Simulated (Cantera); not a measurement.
Input: 1 mol Fe2O3, 3.9 mol CH4, 8.8 mol N2, equilibrated at 2248.15 K and 1 atm.

Method: chemical equilibrium by Gibbs-energy minimisation in Cantera with the NASA 1993 tables (ideal gas, pure condensed phases). Candidate condensed phases: C, C6H6, C7H8, C8H18, Fe, Fe(CO)5, FeO, Fe(OH)2, Fe(OH)3, Fe2O3, Fe3O4, H2O; 140 gas species. Iron dissolves carbon and melts from about 1420 K in contact with it, which pure phases cannot show. Condensed phases not in the tables: cementite and carbon dissolved in iron. Rates play no part.

Base state: N2 0.438, H2 0.384, CO 0.152, HCN 0.0144, H 0.00453, Fe 0.00422, C2H2 (acetylene) 0.00127, HNC 0.00122 (mole fractions); condensed: C(graphite) + Fe(l).

Problem. What changes in the equilibrium state with this change: Fe2O3 replaced by Cu2O?

Solution. 
```
species            before     after
----------------  -------  --------
N2                  0.438     0.474
H2                  0.384     0.415
CO                  0.152    0.0548
Cu                      0    0.0328
HCN                0.0144    0.0156
Fe                0.00422         0
Cu2                     0  0.000284
CH4               3.55e-5   4.15e-5
C2H2 (acetylene)  0.00127   0.00138
HNC               0.00122   0.00132
C(graphite), mol    0.540      2.54
Fe(l), mol           1.92         0
Cu(l), mol              0      1.39
```
Further candidate phases: Cu, CuO, Cu(OH)2, Cu2O.
